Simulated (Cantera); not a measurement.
A freely propagating, adiabatic, planar premixed flame of 21.0 % H2, 14.0 % O2, 65.0 % N2, equivalence ratio 0.75, unburnt at 323 K and 760 Torr; mixture-averaged transport, grid criteria slope 0.08 and curve 0.16, no radiation.

Model: the H2/O2 subset of GRI-Mech 3.0, which has no nitrogen chemistry, integrated in Cantera. Burning velocities carry a grid error of a few per cent, more on coarse grids.

x: mole fraction of selected species; z is measured from the peak of heat release.

```json
[
 {"z (mm)": "-1.15", "T (K)": "323", "u (m/s)": "1.06", "x H2": "0.210", "x O2": "0.140", "x O": "<1e-8", "x HO2": "<1e-8", "x H2O": "2.23e-8", "x H": "<1e-8"},
 {"z (mm)": "-0.764", "T (K)": "323", "u (m/s)": "1.06", "x H2": "0.209", "x O2": "0.140", "x O": "<1e-8", "x HO2": "<1e-8", "x H2O": "8.11e-7", "x H": "<1e-8"},
 {"z (mm)": "-0.573", "T (K)": "323", "u (m/s)": "1.06", "x H2": "0.207", "x O2": "0.140", "x O": "<1e-8", "x HO2": "(withheld)", "x H2O": "(withheld)", "x H": "<1e-8"},
 {"z (mm)": "-0.382", "T (K)": "327", "u (m/s)": "1.06", "x H2": "0.201", "x O2": "0.141", "x O": "2.98e-8", "x HO2": "2.14e-6", "x H2O": "0.000140", "x H": "<1e-8"},
 {"z (mm)": "-0.191", "T (K)": "413", "u (m/s)": "1.29", "x H2": "0.166", "x O2": "0.145", "x O": "2.63e-6", "x HO2": "0.000180", "x H2O": "0.00708", "x H": "4.26e-6"},
 {"z (mm)": "-0.0955", "T (K)": "716", "u (m/s)": "2.18", "x H2": "0.122", "x O2": "0.134", "x O": "0.000140", "x HO2": "0.000269", "x H2O": "0.0426", "x H": "0.00108"},
 {"z (mm)": "0", "T (K)": "1083", "u (m/s)": "3.24", "x H2": "0.0727", "x O2": "0.106", "x O": "0.00159", "x HO2": "0.000116", "x H2O": "0.103", "x H": "0.00646"},
 {"z (mm)": "0.0955", "T (K)": "1339", "u (m/s)": "3.99", "x H2": "0.0349", "x O2": "0.0740", "x O": "0.00423", "x HO2": "6.24e-5", "x H2O": "0.159", "x H": "0.0114"},
 {"z (mm)": "0.191", "T (K)": "(withheld)", "u (m/s)": "4.43", "x H2": "(withheld)", "x O2": "(withheld)", "x O": "(withheld)", "x HO2": "(withheld)", "x H2O": "0.187", "x H": "0.0116"},
 {"z (mm)": "0.382", "T (K)": "1634", "u (m/s)": "4.84", "x H2": "0.0100", "x O2": "0.0478", "x O": "0.00471", "x HO2": "2.57e-5", "x H2O": "0.203", "x H": "0.00754"},
 {"z (mm)": "0.764", "T (K)": "1751", "u (m/s)": "5.16", "x H2": "0.00633", "x O2": "0.0447", "x O": "0.00287", "x HO2": "1.58e-5", "x H2O": "0.213", "x H": "0.00331"},
 {"z (mm)": "1.53", "T (K)": "1826", "u (m/s)": "5.36", "x H2": "0.00319", "x O2": "0.0432", "x O": "0.00136", "x HO2": "8.36e-6", "x H2O": "0.220", "x H": "0.00106"},
 {"z (mm)": "3.06", "T (K)": "1865", "u (m/s)": "5.46", "x H2": "0.00122", "x O2": "0.0427", "x O": "0.000509", "x HO2": "3.58e-6", "x H2O": "0.224", "x H": "0.000236"}
]
```

Task: Fill in the missing entries.

Result: 
- -0.573, x HO2: 1.26e-7
- -0.573, x H2O: 9.64e-6
- 0.191, T (K): 1488
- 0.191, x H2: 0.0179
- 0.191, x O2: 0.0567
- 0.191, x O: 0.00540
- 0.191, x HO2: 4.03e-5
